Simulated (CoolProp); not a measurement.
A Linde-Hampson liquefier for nitrogen: isothermal reversible compression at 200 K from 1 atm to 25 MPa, throttling to 1 atm, return gas leaving the recuperator 2 K below the feed. Each further row changes one setting.

Computed with CoolProp (reference Helmholtz-energy equation of state, Span 2000).

```
case                        liquid yield per pass  compression work (kJ/kg of gas)
--------------------------  ---------------------  -------------------------------
as stated                              (withheld)                              309
high pressure 50 MPa                   (withheld)                       (withheld)
warm-end temperature 230 K             (withheld)                              366
warm-end gap 7 K                       (withheld)                              309
```

**Question.** Fill in the missing entries.

**Answer.** 
- as stated, liquid yield per pass: 0.245
- high pressure 50 MPa, liquid yield per pass: 0.242
- high pressure 50 MPa, compression work (kJ/kg of gas): 358
- warm-end temperature 230 K, liquid yield per pass: 0.172
- warm-end gap 7 K, liquid yield per pass: 0.233
